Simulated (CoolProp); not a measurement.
Saturation properties of carbon monoxide (Tc = 132.9 K, pc = 34.98 bar, ω = 0.050).

Model: reference Helmholtz-energy equation of state, Lemmon 2006, in CoolProp. It is a short technical equation, of lower accuracy than the large ones.

```
T (K)  p (bar)  liquid density (kg/m³)  vapour density (kg/m³)  enthalpy of vaporisation (kJ/kg)
-----  -------  ----------------------  ----------------------  --------------------------------
81.7     1.020                   792.9                   4.390                             214.6
83.7     1.273                   784.1                   5.386                             211.8
85.8     1.587                   774.7                   6.606                             208.7
87.8     1.937                   765.6                   7.952                             205.7
89.8     2.342                   756.3                   9.494                             202.5
91.8     2.806                   746.8                   11.25                             199.3
93.9     3.363                   736.6                   13.35                             195.7
95.9     3.966                   726.6                   15.62                             192.1
97.9     4.645                   716.4                   18.18                             188.4
100      5.444                   705.4                   21.20                             184.2
102      6.293                   694.6                   24.44                             180.1
104      7.235                   683.4                   28.07                             175.7
106      8.274                   671.9                   32.12                             171.1
108.1    9.475                   659.3                   36.90                             166.0
```

It boils at 81.6 K under 1 atm.
